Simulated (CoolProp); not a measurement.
Vapour-liquid equilibrium of R245fa (1) + isopentane (2) at 373 K; x and y are mole fractions of (1).

Computed with CoolProp (multi-fluid Helmholtz-energy mixture model, Akasaka 2015 and Lemmon 2006; pair parameters Bell 2016).

| x | bubble pressure, mixture model (MPa) | bubble pressure, Raoult's law (MPa) | y, mixture model | y, Raoult's law |
|---|---|---|---|---|
| 0.05 | 0.8358 | 0.7468 | 0.154 | 0.084 |
| 0.2 | 1.106 | 0.8280 | 0.408 | 0.305 |
| 0.35 | 1.277 | 0.9091 | 0.536 | 0.485 |
| 0.5 | 1.376 | 0.9902 | 0.619 | 0.637 |
| 0.65 | 1.425 | 1.071 | 0.690 | 0.765 |
| 0.8 | 1.426 | 1.153 | 0.773 | 0.875 |
| 0.95 | 1.334 | 1.234 | 0.916 | 0.971 |

The largest gap from Raoult's law is +40.5 % in bubble pressure, at x = 0.35. y crosses x between x = 0.65 and 0.8: the model has an azeotrope there.

Pair parameters are fitted to limited data, so mixtures are less certain than the pure fluids.
